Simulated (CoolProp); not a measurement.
C3F8 (R218) at 356.57 K and 2.42 MPa is throttled through a valve to 1.54 MPa with no heat exchange. Each further row changes one setting.

Model: reference Helmholtz-energy equation of state, Lemmon 2006, in CoolProp. It is a short technical equation, of lower accuracy than the large ones.

```json
[
 {"case": "as stated", "temperature change (K)": "-10.9", "final density (kg/m³)": "132"},
 {"case": "outlet pressure 0.462 MPa", "temperature change (K)": "-22.2", "final density (kg/m³)": "33.5"},
 {"case": "outlet pressure 2 MPa", "temperature change (K)": "-5.3", "final density (kg/m³)": "186"}
]
```
